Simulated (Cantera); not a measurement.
Feed: 1 mol Si, 0.0075 mol H2O, 11 mol N2, held at 4.88 Torr.

Method: chemical equilibrium by Gibbs-energy minimisation in Cantera with the NASA 1993 tables (ideal gas, pure condensed phases). Candidate condensed phases: H2O, Si, SiO2, Si2N2O, Si3N4; 35 gas species. The tables' values for SiN are old estimates; treat these amounts as uncertain. The numbers say what is thermodynamically allowed, not how fast it happens.

### Question
At 1775 K, list the 4 most abundant gas species with their mole fractions, and the condensed phases.

### Answer
N2 0.998, SiO 0.000724, H2 0.000677, Si 0.000314. Condensed: Si3N4(s).
